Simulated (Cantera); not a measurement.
Pyrogenic steam for wet oxidation

An isothermal, constant-pressure homogeneous reactor starts with 43.6 % H2, 36.4 % O2, 20.0 % N2, equivalence ratio 0.60, at 1298 K and 0.464 atm.

Detailed kinetics in Cantera: GRI-Mech 3.0 (53 species, 325 reactions). The temperature is held fixed by assumption; the heat of reaction is taken as removed at once.

| t (s) | x H2 | x O2 | x H2O2 | x N2O | x NO |
|---|---|---|---|---|---|
| 1.00e-6 | 0.436 | 0.364 | 3.95e-11 | <1e-12 | <1e-12 |
| 1.00e-5 | 0.436 | 0.364 | 6.31e-9 | <1e-12 | <1e-12 |
| 0.000100 | 0.00583 | 0.186 | 1.19e-5 | 4.99e-8 | 5.27e-6 |
| 0.00100 | 4.19e-5 | 0.186 | 6.68e-7 | 6.48e-8 | 5.21e-6 |
| 0.0100 | 1.04e-6 | 0.186 | 5.61e-8 | 6.62e-8 | 5.27e-6 |
| 0.100 | 1.72e-7 | 0.186 | 9.95e-9 | 5.35e-8 | 5.28e-6 |
| 1.00 | 1.59e-7 | 0.186 | 8.91e-9 | 9.16e-9 | 5.28e-6 |
| 10.0 | 1.59e-7 | 0.186 | 8.91e-9 | 5.46e-9 | 5.28e-6 |
| 100 | 1.59e-7 | 0.186 | 8.91e-9 | 5.46e-9 | 5.28e-6 |
x: mole fraction; the columns are a selection and need not sum to one.

Equilibrium at this temperature and pressure: H2 1.59e-7, O2 0.186, H2O2 8.91e-9, N2O 5.46e-9, NO 0.000211 (gas phase only).
